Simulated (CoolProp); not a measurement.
Computed with CoolProp (reference Helmholtz-energy equation of state, Aleksandrov 2011). It is a short technical equation, of lower accuracy than the large ones.

Question: For n-undecane, give the phase and the cp (kJ/(kg K)), Joule-Thomson coefficient (K/MPa), isothermal compressibility (1/MPa) at 246.05 °C and 5.5 bar.

Answer: 
- 246.05 °C and 5.5 bar: liquid; cp 3.10, Joule-Thomson coefficient 0.0154, isothermal compressibility 0.00803
